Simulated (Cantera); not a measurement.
An isothermal, constant-pressure homogeneous reactor starts with 3.38 % H2, 6.90 % O2, 89.7 % N2, at 1100 K and 188 Torr.

Computed with Cantera and the H2/O2 subset of GRI-Mech 3.0, which has no nitrogen chemistry. The temperature is held fixed by assumption; the heat of reaction is taken as removed at once.

One state of this run: x H2 = 0.000275; x O2 = 0.0529; x OH = 0.000228; x HO2 = 5.35e-6; x H2O2 = 5.95e-7; x H2O = 0.0339. x: mole fraction; the columns are a selection and need not sum to one.

**Question.** Which value of t (s) does it belong to?
A. 6.18
B. 40.0
C. 0.00352
D. 8.38e-5

**Answer.** C, 0.00352
